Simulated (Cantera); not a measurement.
A Cantera script and its output.

```python
import numpy as np
import cantera as ct

gas = ct.Solution("SiF4_NH3_mec.yaml", "gas")
gas.TPX = 2148, 1333, {'NH3': 1, 'H2': 2}
reactor = ct.IdealGasConstPressureReactor(gas, energy="off", clone=False)
net = ct.ReactorNet([reactor])
net.rtol, net.atol = 1e-08, 1e-18
show = ['NH3', 'H2', 'N2', 'NH2', 'H']
times = np.geomspace(3e-06, 4, 15)

steps = ct.SolutionArray(gas, extra=["t"])
rows = []
print(f"{'t/s':>10s}{'T/K':>9s}{'P/Pa':>11s}" + "".join(f"{s:>11s}" for s in show))
for t in times:
    while net.time < t:
        t_next = net.step()
        steps.append(gas.state, t=t_next)
    rows.append([np.interp(t, steps.t, y) for y in (steps.T, steps.P, *steps(*show).X.T)])
    print(f"{t:10.3e}{rows[-1][0]:9.1f}{rows[-1][1]:11.4g}" + "".join(f"{x:11.3e}" for x in rows[-1][2:]))
rate = np.gradient(steps.T, steps.t)
print("integrator steps:", len(steps.t))
if steps.T.max() > steps.T[0] + 200:
    print(f"time of steepest temperature rise: {steps.t[rate.argmax()]:.4e} s")
gas.TPX = 2148, 1333, {'NH3': 1, 'H2': 2}
gas.equilibrate("TP")
print(f"equilibrium (TP): T = {gas.T:.1f} K  " + "  ".join(f"{s} {gas[s].X[0]:.3e}" for s in show))
```

Output:

```
       t/s      T/K       P/Pa        NH3         H2         N2        NH2          H
 3.000e-06   2148.0       1333  3.333e-01  6.667e-01  3.667e-18  6.719e-07  6.159e-07
 8.215e-06   2148.0       1333  3.333e-01  6.667e-01  5.725e-16  1.947e-06  1.579e-06
 2.250e-05   2148.0       1333  3.333e-01  6.667e-01  8.674e-14  5.616e-06  4.040e-06
 6.160e-05   2148.0       1333  3.333e-01  6.667e-01  1.080e-11  1.575e-05  1.069e-05
 1.687e-04   2148.0       1333  3.333e-01  6.666e-01  9.298e-10  4.346e-05  2.886e-05
 4.620e-04   2148.0       1333  3.332e-01  6.666e-01  5.215e-08  1.190e-04  7.845e-05
 1.265e-03   2148.0       1333  3.329e-01  6.665e-01  2.172e-06  3.232e-04  2.126e-04
 3.464e-03   2148.0       1333  3.320e-01  6.665e-01  8.064e-05  8.289e-04  5.469e-04
 9.486e-03   2148.0       1333  3.277e-01  6.686e-01  1.440e-03  1.332e-03  8.949e-04
 2.598e-02   2148.0       1333  3.136e-01  6.773e-01  6.705e-03  1.320e-03  9.385e-04
 7.113e-02   2148.0       1333  2.788e-01  6.991e-01  1.980e-02  1.217e-03  1.004e-03
 1.948e-01   2148.0       1333  2.056e-01  7.448e-01  4.738e-02  9.853e-04  1.174e-03
 5.334e-01   2148.0       1333  9.732e-02  8.123e-01  8.812e-02  5.873e-04  1.611e-03
 1.461e+00   2148.0       1333  1.545e-02  8.623e-01  1.189e-01  1.712e-04  3.135e-03
 4.000e+00   2148.0       1333  1.918e-05  8.559e-01  1.237e-01  1.390e-06  2.034e-02
integrator steps: 1264
equilibrium (TP): T = 2148.0 K  NH3 5.783e-08  H2 8.437e-01  N2 1.229e-01  NH2 6.978e-09  H 3.338e-02
```

Model: the gas-phase N/H chemistry of the illustrative SiF4/NH3 mechanism in the Surface Chemkin manual (1991), integrated in Cantera. Walls and surfaces, which speed up NH3 decomposition in real reactors, are not modelled.
